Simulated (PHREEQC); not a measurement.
Consider water at 90 °C with 0.0053 mol PbCl2 and 0.108 mol HNO3 per kg of water. Closed to the air; pH follows from the charge balance.

Equilibrium calculation in PHREEQC: ion-association model, phreeqc.dat.

| Property | Result |
|---|---|
| pH | 1.06 |
| ionic strength | 0.119 mol/kgw |
| specific conductance | 105000 µS/cm |
| density | 0.970 g/cm³ |
| total alkalinity | -108 meq/kg |

```
species  molality  activity   log γ
-------  --------  --------  ------
H+          0.108    0.0862  -0.098
NO3-        0.107    0.0757  -0.149
Cl-       0.00941   0.00683  -0.140
Pb+2      0.00282  0.000859  -0.517
PbNO3+    0.00129  0.000961  -0.129
PbCl+     0.00118  0.000877  -0.129
PbCl2     3.41e-6   3.50e-6   0.012
PbCl3-    3.55e-8   2.64e-8  -0.129
```

No solid was allowed to form. Species that the database lacks are ignored. At this temperature some constants are extrapolated from 25 °C, and those without enthalpy data are left unchanged.
